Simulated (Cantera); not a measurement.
Charge: 1 mol Ta, a varied amount of CO2, at 2298 K and 10.0 mbar.

Method: chemical equilibrium by Gibbs-energy minimisation in Cantera with the NASA 1993 tables (ideal gas, pure condensed phases). Candidate condensed phases: C, Ta, TaC, Ta2O5; 15 gas species. Mutual solubility and eutectic melting of coexisting phases are not modelled. Condensed phases not in the tables: Ta2C, N, O or C dissolved in the metal. The numbers say what is thermodynamically allowed, not how fast it happens.

x: gas mole fraction; n: condensed amount in mol.

```
n(CO2) (mol)   x CO     x CO2      x O2       x O  n Ta(s)  n Ta2O5(l)
------------  -----  --------  --------  --------  -------  ----------
0.9           0.991  0.000855   9.81e-9   4.86e-6    0.638       0.177
1.4           0.991  0.000855   9.81e-9   4.86e-6      [?]         [?]
1.9           0.991  0.000855   9.81e-9   4.86e-6      [?]         [?]
2.3           0.991  0.000855   9.81e-9   4.86e-6   0.0755       0.453
2.8           0.892     0.106  0.000187  0.000671        0       0.499
3.3           0.759     0.237   0.00129   0.00176        0       0.499
3.8           0.663     0.331   0.00328   0.00281        0       0.499
4.2           0.604     0.387   0.00540   0.00361        0       0.499
4.7           0.546     0.440   0.00856   0.00454        0       0.499
5.2           0.502     0.481    0.0121   0.00540        0       0.499
5.7           0.467     0.511    0.0158   0.00618        0       0.499
6.1           0.444     0.531    0.0189   0.00674        0       0.499
6.6           0.420     0.550    0.0226   0.00738        0       0.499
```

### Question
What belongs in the gaps?

### Answer

- 1.9, n Ta(s): 0.236
- 1.9, n Ta2O5(l): 0.374
- 1.4, n Ta(s): 0.437
- 1.4, n Ta2O5(l): 0.275
